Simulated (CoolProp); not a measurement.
Vapour-liquid equilibrium of n-hexane (1) + n-decane (2) at 288.7 K; x and y are mole fractions of (1).

Values from CoolProp's multi-fluid Helmholtz-energy mixture model, Thol 2019 and Lemmon 2006; pair parameters Kunz 2012.

```json
[
 {"x": "0.05", "bubble pressure, mixture model (bar)": "(withheld)", "bubble pressure, Raoult's law (bar)": "0.007457", "y, mixture model": "(withheld)", "y, Raoult's law": "0.883"},
 {"x": "0.2", "bubble pressure, mixture model (bar)": "(withheld)", "bubble pressure, Raoult's law (bar)": "0.02707", "y, mixture model": "0.972", "y, Raoult's law": "0.973"},
 {"x": "0.35", "bubble pressure, mixture model (bar)": "0.04564", "bubble pressure, Raoult's law (bar)": "0.04668", "y, mixture model": "0.987", "y, Raoult's law": "0.987"},
 {"x": "0.5", "bubble pressure, mixture model (bar)": "(withheld)", "bubble pressure, Raoult's law (bar)": "0.06628", "y, mixture model": "0.993", "y, Raoult's law": "0.993"},
 {"x": "0.65", "bubble pressure, mixture model (bar)": "(withheld)", "bubble pressure, Raoult's law (bar)": "0.08589", "y, mixture model": "0.996", "y, Raoult's law": "0.996"},
 {"x": "0.8", "bubble pressure, mixture model (bar)": "(withheld)", "bubble pressure, Raoult's law (bar)": "0.1055", "y, mixture model": "0.998", "y, Raoult's law": "0.998"},
 {"x": "0.95", "bubble pressure, mixture model (bar)": "(withheld)", "bubble pressure, Raoult's law (bar)": "0.1251", "y, mixture model": "1.000", "y, Raoult's law": "1.000"}
]
```

Question: Some entries are withheld; supply them.

Answer: 
- 0.05, bubble pressure, mixture model (bar): 0.007210
- 0.05, y, mixture model: 0.879
- 0.2, bubble pressure, mixture model (bar): 0.02624
- 0.5, bubble pressure, mixture model (bar): 0.06538
- 0.65, bubble pressure, mixture model (bar): 0.08530
- 0.8, bubble pressure, mixture model (bar): 0.1052
- 0.95, bubble pressure, mixture model (bar): 0.1250

The largest gap from Raoult's law is -3.3 % in bubble pressure, at x = 0.05. No azeotrope shows between x = 0.05 and 0.95.

Pair parameters are fitted to limited data, so mixtures are less certain than the pure fluids.
